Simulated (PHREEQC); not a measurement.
Dissolve 0.13 mol FeSO4 and 0.0012 mol H3BO3 per kg of water at 20 °C. Closed to the air; pH follows from the charge balance.

All values are PHREEQC results (ion-association model, phreeqc.dat), not measurements.

Q: The ionic strength comes out as 0.284 mol/kgw. What activity coefficients do Fe+2, HSO4-, SO4-2, FeOH+, H+ get?

A: Fe+2 0.30, HSO4- 0.74, SO4-2 0.26, FeOH+ 0.72, H+ 0.79.

No solid was allowed to form. Species that the database lacks are ignored.
